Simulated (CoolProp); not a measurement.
Properties of C2F6 (R116) along the isobar 1.48 bar.

Model: reference Helmholtz-energy equation of state, Lemmon 2006, in CoolProp. It is a short technical equation, of lower accuracy than the large ones.

| T (K) | phase | density (kg/m³) | Joule-Thomson coefficient (K/MPa) |
|---|---|---|---|
| 274.7 | gas | 9.129 | [?] |
| 281.7 | gas | 8.887 | [?] |
| 288.7 | gas | 8.658 | [?] |
| 295.7 | gas | 8.442 | 8.501 |
| 302.6 | gas | 8.239 | 7.968 |
| 309.6 | gas | 8.044 | [?] |
| 316.6 | gas | 7.858 | [?] |
| 323.5 | gas | 7.683 | [?] |
| 330.5 | gas | 7.514 | 6.254 |
| 337.5 | gas | 7.352 | [?] |
| 344.5 | gas | 7.197 | [?] |
| 351.4 | gas | 7.052 | 5.309 |

### Question
Complete the blanks.

### Answer

- 274.7, Joule-Thomson coefficient (K/MPa): 10.50
- 281.7, Joule-Thomson coefficient (K/MPa): 9.762
- 288.7, Joule-Thomson coefficient (K/MPa): 9.099
- 309.6, Joule-Thomson coefficient (K/MPa): 7.476
- 316.6, Joule-Thomson coefficient (K/MPa): 7.030
- 323.5, Joule-Thomson coefficient (K/MPa): 6.628
- 337.5, Joule-Thomson coefficient (K/MPa): 5.911
- 344.5, Joule-Thomson coefficient (K/MPa): 5.596
